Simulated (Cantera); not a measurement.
An adiabatic, constant-volume homogeneous reactor starts with CH₃OH : O₂ : N₂ = 1 : 0.833 : 6.42 (molar parts), equivalence ratio 1.8, at 1098 K and 0.987 atm. Integrator tolerance rtol = 1e-08.

Model: GRI-Mech 3.0 (53 species, 325 reactions), integrated in Cantera. GRI-Mech 3.0 was tuned for natural gas; its chemistry of methanol as a main component is partial and can be far from experiment.

Task: What does this change do: initial temperature 1098 to 1175 K?

Result: 
```tsv
quantity	before	after
time of steepest temperature rise	61.9 ms	14.8 ms
temperature at 0.800 s	2269 K	2332 K
equilibrium temperature	2269 K	2332 K
x(CH₃OH) at 0.800 s	<1e-12 (gas-phase equilibrium <1e-12)	<1e-12 (gas-phase equilibrium <1e-12)
x(O₂) at 0.800 s	6.34e-6 (gas-phase equilibrium 6.34e-6)	1.39e-5 (gas-phase equilibrium 1.39e-5)
x(HCO) at 0.800 s	5.08e-8 (gas-phase equilibrium 5.08e-8)	6.20e-8 (gas-phase equilibrium 6.20e-8)
x(N₂O) at 0.800 s	5.97e-9 (gas-phase equilibrium 5.97e-9)	9.86e-9 (gas-phase equilibrium 9.86e-9)
x(CO₂) at 0.800 s	0.0305 (gas-phase equilibrium 0.0305)	0.0300 (gas-phase equilibrium 0.0300)
x(CH₂O) at 0.800 s	4.69e-9 (gas-phase equilibrium 4.69e-9)	4.49e-9 (gas-phase equilibrium 4.49e-9)
```
